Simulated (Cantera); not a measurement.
Standard-state values (1 bar) from the NASA 1993 polynomials, evaluated with Cantera. Values are per mole of reaction as written; species without (g) are pure solids or liquids, kept so even where they would boil at 1 bar.

6 Na(g) + 3 H₂S(g) + 2 N(g) = 3 Na₂S + 2 NH₃(g)

| T (K) | ΔH° (kJ) | ΔS° (J/K) | ΔG° (kJ) | log10 K |
|---|---|---|---|---|
| 300 | -2717.7 | -1171.6 | -2366.2 | 411.99 |
| 1225 | ? | ? | ? | ? |
| 1250 | ? | ? | ? | ? |
| 1275 | -2609.8 | -1041.0 | -1282.5 | 52.54 |
| 1300 | -2599.6 | -1033.1 | -1256.5 | 50.49 |
| 1325 | -2591.5 | -1027.0 | -1230.8 | 48.52 |
| 1350 | -2585.8 | -1022.7 | -1205.2 | 46.63 |
| 1375 | -2581.3 | -1019.4 | -1179.6 | 44.81 |
| 1400 | -2576.7 | -1016.1 | -1154.2 | 43.06 |

### Question
Some entries are withheld; supply them.

### Answer

- 1225, ΔH° (kJ): -2629.2
- 1225, ΔS° (J/K): -1056.5
- 1225, ΔG° (kJ): -1335.0
- 1225, log10 K: 56.92
- 1250, ΔH° (kJ): -2620.2
- 1250, ΔS° (J/K): -1049.2
- 1250, ΔG° (kJ): -1308.6
- 1250, log10 K: 54.68
